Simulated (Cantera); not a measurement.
A perfectly stirred reactor is fed with CH4 : H2 = 1 : 2.8 (molar parts), at 0.100 bar; it is held at 1825 K, and followed from long to short residence time.

Cantera simulation using GRI-Mech 3.0 (53 species, 325 reactions); the numbers are that mechanism's predictions, not measurements. GRI-Mech 3.0 stops at C3 and has no aromatics, soot or wall deposition, so with more carbon than oxygen in the feed, carbon stays in small species such as C2H2 where larger ones or solid carbon would form.

Problem. Predict: x(CH4) at τ = 2.50 s; x(H2) at τ = 2.50 s; x(H) at τ = 2.50 s; x(C2H6) at τ = 2.50 s; x(C2H) at τ = 2.50 s; x(CH4) at τ = 48.0 ms; x(H2) at τ = 48.0 ms; x(H) at τ = 48.0 ms; x(C2H6) at τ = 48.0 ms; x(C2H) at τ = 48.0 ms.

Solution. 
- x(CH4) at τ = 2.50 s: 0.0106
- x(H2) at τ = 2.50 s: 0.888
- x(H) at τ = 2.50 s: 0.00127
- x(C2H6) at τ = 2.50 s: 7.36e-7
- x(C2H) at τ = 2.50 s: 1.38e-6
- x(CH4) at τ = 48.0 ms: 0.0783
- x(H2) at τ = 48.0 ms: 0.846
- x(H) at τ = 48.0 ms: 0.00100
- x(C2H6) at τ = 48.0 ms: 3.06e-5
- x(C2H) at τ = 48.0 ms: 8.23e-7
